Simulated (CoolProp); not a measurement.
Saturation properties of R141b (Tc = 477.5 K, pc = 4.212 MPa, ω = 0.220).

The numbers come from the reference Helmholtz-energy equation of state, Lemmon 2006 in CoolProp. It is a short technical equation, of lower accuracy than the large ones.

```
T (K)   p (MPa)  vapour density (kg/m³)  liquid cp (kJ/(kg K))  surface tension (mN/m)  liquid conductivity (mW/(m K))
-----  --------  ----------------------  ---------------------  ----------------------  ------------------------------
249.7  0.008553                  0.4853                  1.107                    24.3                             105
273.1   0.02803                   1.468                  1.125                    21.3                            98.0
296.6   0.07415                   3.631                      …                    18.4                            91.3
320      0.1658                   7.706                  1.186                    15.5                            84.8
343.4    0.3272                   14.66                  1.229                    12.8                               …
366.8    0.5862                   25.74                  1.282                    10.1                            72.9
390.2    0.9735                   42.75                  1.350                    7.59                            67.7
413.6     1.522                   68.64                  1.451                    5.20                            62.9
437       2.271                   109.5                  1.631                       …                            58.7
```

Question: Fill in the missing entries.

Answer: 
- 296.6, liquid cp (kJ/(kg K)): 1.152
- 343.4, liquid conductivity (mW/(m K)): 78.7
- 437, surface tension (mN/m): 3.01

It boils at 305.2 K under 1 atm.

Thermal conductivity comes from a separate model (Huber 2003), an estimate that may be off by 10 % or more. Surface tension comes from a separate correlation (Mulero 2012).
